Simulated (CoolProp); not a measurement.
Vapour-liquid equilibrium of R22 (1) + n-hexane (2) at 249.3 K; x and y are mole fractions of (1).

Computed with CoolProp (multi-fluid Helmholtz-energy mixture model, Kamei 1995 and Thol 2019; pair parameters Bell 2016).

Give the bubble pressure and the first vapour's composition at x = 0.425, 0.5, 0.95. Is there an azeotrope?

x = 0.425: 0.1229 MPa, y = 0.992; x = 0.5: 0.1349 MPa, y = 0.993; x = 0.95: 0.2005 MPa, y = 0.999. No azeotrope shows between x = 0.05 and 0.95.

Pair parameters are fitted to limited data, so mixtures are less certain than the pure fluids. With so large a gap from Raoult's law the liquid may split in two, which this calculation doesn't test in full.
